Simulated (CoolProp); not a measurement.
Octamethyltrisiloxane (MDM) at several states: Z from the reference equation and from simpler models built on Tc = 565.4 K, pc = 14.38 bar, ω = 0.528; each cubic takes its own stable root.

Values from CoolProp's reference Helmholtz-energy equation of state, Thol 2017.

```tsv
T (K)	p (bar)	phase	reference	van der Waals	Soave-Redlich-Kwong
539.2	23.7	liquid	0.2408	0.3632	0.2730
447.8	0.406	gas	0.9767	0.9853	0.9777
406.5	1.06	liquid	0.01062	0.9504	0.01163
255.5	0.117	liquid	0.001519	0.9852	0.001727
407.2	12.1	liquid	0.1204	0.2027	0.1314
221.3	1.44	liquid	0.02078	0.03690	0.02400
```

At some of these states van der Waals gives the other phase, because its saturation line lies elsewhere.
